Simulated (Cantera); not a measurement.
Ignition delay

Mixture: C3H8 : O2 : N2 = 1 : 4.17 : 15.7 (molar parts), equivalence ratio 1.2, at 5.00 bar, adiabatic and at constant volume. Ignition delay is the time to a rise of 400 K.

Detailed kinetics in Cantera: GRI-Mech 3.0 (53 species, 325 reactions). GRI-Mech 3.0 was tuned for natural gas; its chemistry of propane as a main component is partial and can be far from experiment.

| T0 (K) | delay (ms) |
|---|---|
| 1225 | 1.59 |
| 1275 | 0.638 |
| 1325 | 0.276 |
| 1375 | 0.129 |
| 1425 | 0.0652 |
| 1475 | 0.0357 |
| 1525 | 0.0210 |
| 1575 | 0.0132 |

| Item | Result |
|---|---|
| apparent activation energy between 1475 and 1575 K | 190 kJ/mol |
